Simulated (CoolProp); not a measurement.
R236EA at several states: fugacity coefficient from the reference equation and from simpler models built on Tc = 139.3 °C, pc = 3.414 MPa, ω = 0.368; each cubic takes its own stable root.

Computed with CoolProp (reference Helmholtz-energy equation of state, Rui 2013).

```
T (°C)  p (MPa)   phase  reference
------  -------  ------  ---------
131.35    0.136     gas     0.9853
-11.95    0.168  liquid     0.2656
62.45    0.0775     gas     0.9836
-20.15     1.84  liquid    0.01753
```

How far does each simpler model (van der Waals, Redlich-Kwong, Soave-Redlich-Kwong, Peng-Robinson) lie from the reference over these 4 states: mean and median of the absolute difference, and the worst?


- van der Waals: mean 307.1 %, median 130.6 %, worst +966.7 % at -20.15 °C and 1.84 MPa
- Redlich-Kwong: mean 87.2 %, median 80.0 %, worst +189.0 % at -20.15 °C and 1.84 MPa
- Soave-Redlich-Kwong: mean 0.2 %, median 0.1 %, worst +0.7 % at -20.15 °C and 1.84 MPa
- Peng-Robinson: mean 1.0 %, median 0.9 %, worst +2.1 % at -20.15 °C and 1.84 MPa

At some of these states van der Waals gives the other phase, because its saturation line lies elsewhere.
